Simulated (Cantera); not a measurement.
Cantera with NASA thermochemical tables; ideal gases at 1 bar, condensed phases pure. Values are per mole of reaction as written; species without (g) are pure solids or liquids, kept so even where they would boil at 1 bar.

Task: Between 300 and 2875 K, where is each reaction favourable under standard conditions?
- Na(g) + Cl(g) ⇌ NaCl(g)

Result: 
- Na(g) + Cl(g) ⇌ NaCl(g): ΔG° is -383 kJ at 300 K and -132 kJ at 2875 K; it stays negative (K > 1). ΔH° is -421 kJ and ΔS° -101 J/K at 2875 K.
